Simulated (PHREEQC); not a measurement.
A solution holds 0.0057 mol/kgw NaH2PO4 and 0.16 mol/kgw NaF, at 25 °C. Closed to the air; pH follows from the charge balance.

Model: ion-association model, phreeqc.dat, run in PHREEQC.

This is a speciation only: nothing precipitates in the calculation.

Q: Order these P species by the share of P that they hold, largest first: NaHPO4-, H2PO4-, HPO4-2.

A: H2PO4- (92 %), HPO4-2 (7.4 %), NaHPO4- (0.73 %)

The pH is 5.74 and the ionic strength 0.159 mol/kgw. Species that the database lacks are ignored.
